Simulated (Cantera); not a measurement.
An isothermal, constant-pressure homogeneous reactor starts with CO : O2 : H2O : N2 = 0.028 : 0.026 : 0.061 : 1 (molar parts), at 898 K and 950000 Pa.

Cantera simulation using GRI-Mech 3.0 (53 species, 325 reactions); the numbers are that mechanism's predictions, not measurements.

x: mole fraction; the columns are a selection and need not sum to one.

```json
[
 {"t (s)": "5.00e-5", "x CO": "0.0251", "x O2": "0.0233", "x H2O": "0.0547", "x O": "1.41e-11", "x H2O2": "<1e-12"},
 {"t (s)": "0.000138", "x CO": "0.0251", "x O2": "0.0233", "x H2O": "0.0547", "x O": "2.14e-11", "x H2O2": "<1e-12"},
 {"t (s)": "0.000382", "x CO": "0.0251", "x O2": "0.0233", "x H2O": "0.0547", "x O": "2.32e-11", "x H2O2": "<1e-12"},
 {"t (s)": "0.00106", "x CO": "0.0251", "x O2": "0.0233", "x H2O": "0.0547", "x O": "2.33e-11", "x H2O2": "<1e-12"},
 {"t (s)": "0.00292", "x CO": "0.0251", "x O2": "0.0233", "x H2O": "0.0547", "x O": "2.38e-11", "x H2O2": "<1e-12"},
 {"t (s)": "0.00809", "x CO": "0.0251", "x O2": "0.0233", "x H2O": "0.0547", "x O": "2.52e-11", "x H2O2": "4.35e-12"},
 {"t (s)": "0.0224", "x CO": "0.0251", "x O2": "0.0233", "x H2O": "0.0547", "x O": "2.93e-11", "x H2O2": "5.15e-11"},
 {"t (s)": "0.0618", "x CO": "0.0251", "x O2": "0.0233", "x H2O": "0.0547", "x O": "4.38e-11", "x H2O2": "7.74e-10"},
 {"t (s)": "0.171", "x CO": "0.0251", "x O2": "0.0233", "x H2O": "0.0547", "x O": "1.06e-10", "x H2O2": "1.55e-8"},
 {"t (s)": "0.473", "x CO": "0.0250", "x O2": "0.0232", "x H2O": "0.0547", "x O": "3.35e-10", "x H2O2": "2.49e-7"},
 {"t (s)": "1.31", "x CO": "0.0240", "x O2": "0.0228", "x H2O": "0.0547", "x O": "7.26e-10", "x H2O2": "1.27e-6"},
 {"t (s)": "3.62", "x CO": "[?]", "x O2": "[?]", "x H2O": "0.0548", "x O": "7.85e-10", "x H2O2": "[?]"},
 {"t (s)": "10.0", "x CO": "0.0128", "x O2": "0.0172", "x H2O": "0.0550", "x O": "5.79e-10", "x H2O2": "1.22e-6"}
]
```

Task: Fill in the missing entries.

Result: 
- 3.62, x CO: 0.0202
- 3.62, x O2: 0.0209
- 3.62, x H2O2: 1.65e-6
